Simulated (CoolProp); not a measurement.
Properties of R141b at several states (Tc = 204.4 °C, pc = 4.212 MPa, ω = 0.220).

Computed with CoolProp (reference Helmholtz-energy equation of state, Lemmon 2006). It is a short technical equation, of lower accuracy than the large ones.

| T (°C) | p (MPa) | phase | Z | cp (kJ/(kg K)) | cv (kJ/(kg K)) | speed of sound (m/s) | expansivity (1/kK) | Prandtl number |
|---|---|---|---|---|---|---|---|---|
| 116.85 | 0.147 | gas | 0.9773 | 0.8940 | 0.8148 | 170.4 | 2.771 | 0.621 |
| 100.05 | 0.0761 | gas | 0.9865 | 0.8673 | 0.7913 | 168.2 | 2.807 | 0.633 |
| 10.75 | 0.139 | liquid | 0.005460 | 1.136 | 0.7951 | 874.5 | 1.498 | 5.77 |

Viscosity comes from a separate model (Huber 2003), an estimate that may be off by 10 % or more. Thermal conductivity comes from a separate model (Huber 2003), an estimate that may be off by 10 % or more.
